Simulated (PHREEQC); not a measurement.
Dissolve 0.001 mol/kgw Na2S and 0.00024 mol/kgw MnCl2 at 25 °C. Closed to the air; pH follows from the charge balance.

Equilibrium calculation in PHREEQC: ion-association model, wateq4f.dat.

Each row changes one thing in this solution. Precipitation was switched off in this run.

```tsv
case	pH	ionic strength (mol/kgw)	H2S (mol/kgw)	SI of Halite (NaCl)
as made	10.90	0.00243	1.03e-7	-7.65
temperature from 25 to 85 °C	(withheld)	0.00237	1.26e-6	-7.77
temperature from 25 to 15 °C	(withheld)	(withheld)	6.56e-8	(withheld)
Na2S from 0.001 to 0.0015 mol/kgw	11.09	0.00340	9.94e-8	-7.48
MnCl2 replaced by BaCl2 at the same molality	10.97	0.00273	8.75e-8	-7.65
```

Q: Fill in the missing entries.

A: 
- temperature from 25 to 85 °C, pH: 9.40
- temperature from 25 to 15 °C, pH: 11.24
- temperature from 25 to 15 °C, ionic strength (mol/kgw): 0.00242
- temperature from 25 to 15 °C, SI of Halite (NaCl): -7.62

Some of these states are supersaturated (in Pyrochroite, MnS(Green), for instance). Constants without temperature data keep their 25 °C values here. The polysulfide entries of wateq4f.dat were taken out for this run.
